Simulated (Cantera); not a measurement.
**Ti + O₂ + H₂ (metals in furnace atmospheres)**

Feed: 1 mol Ti, 0.049 mol O₂, 1.3 mol H₂, at 1200000 Pa.

Method: chemical equilibrium by Gibbs-energy minimisation in Cantera with the NASA 1993 tables (ideal gas, pure condensed phases). Candidate condensed phases: H₂O, Ti, TiO, TiO₂, Ti₂O₃, Ti₃O₅, Ti₄O₇; 12 gas species. Mutual solubility and eutectic melting of coexisting phases are not modelled. TiO: taken at fixed stoichiometry. Condensed phases not in the tables: N, O or C dissolved in the metal. Kinetics and transport are ignored.

```
T (K)   x H₂       x H     x H₂O      x Ti     x TiO  n Ti(α)  n TiO(s)  n Ti(β)  n Ti(l)
-----  -----  --------  --------  --------  --------  -------  --------  -------  -------
1073    1.00   4.04e-9    <1e-12    <1e-12    <1e-12    0.902    0.0980        0        0
1148    1.00   2.07e-8  4.95e-12    <1e-12    <1e-12    0.902    0.0980        0        0
1223    1.00   8.68e-8  3.22e-11    <1e-12    <1e-12        0    0.0980    0.902        0
1298    1.00   3.09e-7  1.66e-10    <1e-12    <1e-12        0    0.0980    0.902        0
1373   1.000   9.61e-7  7.01e-10  2.95e-12    <1e-12        0    0.0980    0.902        0
1448   1.000   2.66e-6   2.53e-9  2.39e-11    <1e-12        0    0.0980    0.902        0
1523   1.000   6.67e-6   8.00e-9  1.57e-10  1.50e-12        0    0.0980    0.902        0
1598   1.000   1.54e-5   2.26e-8  8.58e-10  1.23e-11        0    0.0980    0.902        0
1673   1.000   3.29e-5   5.77e-8   4.02e-9  8.30e-11        0    0.0980    0.902        0
1748   1.000   6.60e-5   1.36e-7   1.65e-8  4.71e-10        0    0.0980    0.902        0
1823   1.000  0.000125   2.96e-7   5.99e-8   2.30e-9        0    0.0980    0.902        0
1898   1.000  0.000226   6.04e-7   1.96e-7   9.83e-9        0    0.0980    0.902        0
1973   1.000  0.000389   1.18e-6   5.77e-7   3.74e-8        0    0.0980        0    0.902
```
x: gas mole fraction; n: condensed amount in mol.

From 1073 K to 1148 K the condensed part is Ti(α) + TiO(s). From 1223 K to 1898 K the condensed part is Ti(β) + TiO(s). At 1973 K the condensed part is Ti(l) + TiO(s).
